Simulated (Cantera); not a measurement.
A Cantera script and its output.

```python
import numpy as np
import cantera as ct

surf = ct.Interface("diamond.yaml", "diamond_100")
gas, bulk = surf.adjacent["gas"], surf.adjacent["diamond"]
k = surf.kinetics_species_index(bulk.species_names[0])
cover = ["c6HH", "c6H*", "c6*H", "c6**", "c6HM", "c6B"]

rows, drift = [], 0.0
print(f"{'P':>10s}{'um/h':>11s}" + "".join(f"{s:>11s}" for s in cover))
for v in [990, 1400, 2000, 2900, 4200, 6000, 8700, 12000]:
    T, P, xH, xCH3 = 1300, v, 0.022, 0.0003
    gas.TPX = T, P, {"H": xH, "CH3": xCH3, "CH4": 0.024, "H2": 1 - xH - xCH3 - 0.024}
    surf.TP = bulk.TP = T, P
    surf.coverages = "c6H*:0.1, c6HH:0.9"
    surf.advance_coverages(100.0)
    before = surf.coverages
    surf.advance_coverages(100.0)
    drift = max(drift, np.max(np.abs(surf.coverages - before) / (surf.coverages + 1e-9)))
    rate = surf.net_production_rates[k] * bulk.mean_molecular_weight / bulk.density * 3.6e9
    rows.append([rate, *surf[cover].coverages])
    print(f"{v:10.4g}{rate:11.4e}" + "".join(f"{x:11.3e}" for x in rows[-1][1:]))
```

Result:

```
         P       um/h       c6HH       c6H*       c6*H       c6**       c6HM        c6B
       990 6.3644e-01  3.771e-01  4.932e-02  5.265e-01  4.659e-02  1.422e-04  1.727e-09
      1400 1.0183e+00  3.771e-01  4.933e-02  5.264e-01  4.659e-02  1.974e-04  2.763e-09
      2000 1.6834e+00  3.770e-01  4.935e-02  5.263e-01  4.659e-02  2.737e-04  4.568e-09
      2900 2.8944e+00  3.770e-01  4.938e-02  5.262e-01  4.659e-02  3.794e-04  7.854e-09
      4200 5.0354e+00  3.769e-01  4.943e-02  5.259e-01  4.659e-02  5.161e-04  1.366e-08
      6000 8.6298e+00  3.768e-01  4.949e-02  5.257e-01  4.660e-02  6.796e-04  2.342e-08
      8700 1.5081e+01  3.766e-01  4.960e-02  5.253e-01  4.662e-02  8.815e-04  4.092e-08
   1.2e+04 2.4227e+01  3.765e-01  4.973e-02  5.250e-01  4.665e-02  1.077e-03  6.574e-08
```

Computed with Cantera and the Harris–Goodwin 1993 mechanism for the reconstructed diamond (100) surface.
